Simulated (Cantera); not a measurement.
A perfectly stirred reactor is fed with H2 : O2 = 0.27 : 1 (molar parts), at 210 Pa; it is held at 1248 K, and followed from long to short residence time.

Model: GRI-Mech 3.0 (53 species, 325 reactions), integrated in Cantera. Radical loss at walls, strong at low pressure, is not modelled. The temperature is held fixed by assumption; the heat of reaction is taken as removed at once.

### Question
Predict: x(H2) at τ = 1.20 s; x(O2) at τ = 1.20 s; x(HO2) at τ = 1.20 s; x(OH) at τ = 1.20 s; x(H2O2) at τ = 1.20 s; x(H2) at τ = 90.0 ms; x(O2) at τ = 90.0 ms; x(HO2) at τ = 90.0 ms; x(OH) at τ = 90.0 ms; x(H2O2) at τ = 90.0 ms.

### Answer
| Property | Result |
|---|---|
| x(H2) at τ = 1.20 s | 0.00474 |
| x(O2) at τ = 1.20 s | 0.727 |
| x(HO2) at τ = 1.20 s | 1.35e-6 |
| x(OH) at τ = 1.20 s | 0.00826 |
| x(H2O2) at τ = 1.20 s | 6.38e-8 |
| x(H2) at τ = 90.0 ms | 0.0110 |
| x(O2) at τ = 90.0 ms | 0.676 |
| x(HO2) at τ = 90.0 ms | 1.25e-6 |
| x(OH) at τ = 90.0 ms | 0.0117 |
| x(H2O2) at τ = 90.0 ms | 5.02e-8 |
